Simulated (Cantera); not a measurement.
Feed: 1 mol Cu2O, a varied amount of CH4, 6.8 mol N2, at 2325 °C and 0.000940 bar.

Cantera equilibrium calculation (NASA polynomials, part measured and part estimated; ideal gas, pure solids and liquids). Candidate condensed phases: C, C6H6, C7H8, C8H18, Cu, CuO, Cu(OH)2, Cu2O, H2O; 139 gas species. The numbers say what is thermodynamically allowed, not how fast it happens.

Problem. Which condensed phases are stable at each of these points (n(CH4) (mol)): 0.31, 0.4, 0.5, 0.64, 0.8, 1, 1.3, 1.6, 2.1, 2.6, 3.3, 4.2?

Solution. 
```json
[
 {"n(CH4) (mol)": "0.31", "condensed phases": "gas only", "Cu condensed (%)": "0.0"},
 {"n(CH4) (mol)": "0.4", "condensed phases": "gas only", "Cu condensed (%)": "0.0"},
 {"n(CH4) (mol)": "0.5", "condensed phases": "gas only", "Cu condensed (%)": "0.0"},
 {"n(CH4) (mol)": "0.64", "condensed phases": "gas only", "Cu condensed (%)": "0.0"},
 {"n(CH4) (mol)": "0.8", "condensed phases": "gas only", "Cu condensed (%)": "0.0"},
 {"n(CH4) (mol)": "1", "condensed phases": "gas only", "Cu condensed (%)": "0.0"},
 {"n(CH4) (mol)": "1.3", "condensed phases": "gas only", "Cu condensed (%)": "0.0"},
 {"n(CH4) (mol)": "1.6", "condensed phases": "C(graphite)", "Cu condensed (%)": "0.0"},
 {"n(CH4) (mol)": "2.1", "condensed phases": "C(graphite)", "Cu condensed (%)": "0.0"},
 {"n(CH4) (mol)": "2.6", "condensed phases": "C(graphite)", "Cu condensed (%)": "0.0"},
 {"n(CH4) (mol)": "3.3", "condensed phases": "C(graphite)", "Cu condensed (%)": "0.0"},
 {"n(CH4) (mol)": "4.2", "condensed phases": "C(graphite)", "Cu condensed (%)": "0.0"}
]
```

From 0.31 mol CH4 to 1.3 mol CH4 nothing is condensed. From 1.6 mol CH4 to 4.2 mol CH4 the condensed part is C(graphite).
